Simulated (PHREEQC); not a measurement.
3.1 g of hydrous ferric oxide (600 m²/g; 0.2 weak and 0.005 strong sites per Fe, Dzombak-Morel constants, diffuse double layer) in 1 kg of water with 0.001 mol/kgw of an inert sodium salt and 8.6e-05 mol/kgw NaH2PO4, at 25 °C; the pH is set by adding NaOH or the inert anion's acid. Oxygen is held at 0.21 atm. No CO2 enters from the air. Precipitation was switched off in this run.

Base run: PHREEQC, ion-association model, wateq4f.dat. Each further column changes one thing. The table gives surface potential ψ (mV).

```
pH     base  0.0079 mol/kgw Na2SeO4 added
-----  ----  ----------------------------
4       200                             ?
5.33    150                             ?
6       117                             ?
6.67     80                             ?
8         4                             0
9.33    -72                             ?
10     -107                             ?
10.67  -139                          -122
12     -174                             ?
```

**Question.** Fill in the missing entries.

**Answer.** 
- 4, 0.0079 mol/kgw Na2SeO4 added: 62
- 5.33, 0.0079 mol/kgw Na2SeO4 added: 56
- 6, 0.0079 mol/kgw Na2SeO4 added: 48
- 6.67, 0.0079 mol/kgw Na2SeO4 added: 36
- 9.33, 0.0079 mol/kgw Na2SeO4 added: -65
- 10, 0.0079 mol/kgw Na2SeO4 added: -95
- 12, 0.0079 mol/kgw Na2SeO4 added: -159

H3PO4, which wateq4f.dat lacks, is added to it with the constant of phreeqc.dat.
